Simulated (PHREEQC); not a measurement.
A solution holds 0.0032 mol Pb(NO3)2 and 0.041 mol MgSO4 per kg of water, at 25 °C. Closed to the air; pH follows from the charge balance.

Equilibrium calculation in PHREEQC: ion-association model, phreeqc.dat.

```tsv
quantity	before	after
pH	5.65	5.65
ionic strength (mol/kgw)	0.0947	0.111
Mg+2 (mol/kgw)	0.0233	0.0274
MgSO4 (mol/kgw)	0.0177	0.0136
HSO4- (mol/kgw)	2.23e-6	1.73e-6
```

Task: What was changed between the two runs?
(A) diluted 5-fold with water
(B) Pb(NO3)2 replaced by Ca(NO3)2 at the same molality
(C) diluted 10-fold with water
(D) temperature from 25 to 50 °C
(E) temperature from 25 to 5 °C

Result: E, temperature from 25 to 5 °C

This is a speciation only: nothing precipitates in the calculation. Some of these states are supersaturated (in Anglesite, for instance). Away from 25 °C the constants follow the database's enthalpies or fits; those with neither stay at their 25 °C values.
